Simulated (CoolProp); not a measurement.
Vapour pressure (bar) of R245ca: the reference equation beside estimates from Tc = 174.4 °C, pc = 39.41 bar, ω = 0.355. Clausius-Clapeyron is anchored at -14.15 °C with a constant enthalpy of vaporisation of 30.31 kJ/mol.

Values from CoolProp's reference Helmholtz-energy equation of state, Zhou 2016.

```
T (°C)  reference  Lee-Kesler  Clausius-Clapeyron  van der Waals  Redlich-Kwong  Soave-Redlich-Kwong  Peng-Robinson
------  ---------  ----------  ------------------  -------------  -------------  -------------------  -------------
-27.15    0.07698     0.07701             0.07839          2.024         0.3017              0.07845        0.08290
-23.85    0.09430     0.09412             0.09538          2.198         0.3533              0.09574         0.1007
-20.65     0.1141      0.1137              0.1148          2.377         0.4098               0.1155         0.1210
-17.35     0.1380      0.1373              0.1383          2.571         0.4752               0.1392         0.1453
-14.15     0.1649      0.1639              0.1649          2.769         0.5461               0.1660         0.1726
-10.95     0.1961      0.1948              0.1958          2.978         0.6250               0.1970         0.2041
-7.65      0.2331      0.2314              0.2328          3.204         0.7152               0.2338         0.2414
-4.45      0.2743      0.2723              0.2741          3.435         0.8119               0.2747         0.2827
-1.15      0.3228      0.3204              0.3232          3.684         0.9218               0.3228         0.3312
2.05       0.3762      0.3735              0.3777          3.937          1.039               0.3759         0.3846
5.35       0.4386      0.4355              0.4419          4.211          1.171               0.4379         0.4468
8.55       0.5068      0.5034              0.5127          4.488          1.311               0.5057         0.5146
11.85      0.5857      0.5821              0.5956          4.786          1.468               0.5842         0.5931
15.05      0.6714      0.6676              0.6865          5.087          1.633               0.6695         0.6781
```

Absolute difference from the reference over all 14 rows, mean and median: Lee-Kesler 0.6 and 0.6 %, Clausius-Clapeyron 0.8 and 0.5 %, van der Waals 1352.8 and 1213.4 %, Redlich-Kwong 207.4 and 201.4 %, Soave-Redlich-Kwong 0.6 and 0.3 %, Peng-Robinson 3.7 and 3.3 %.
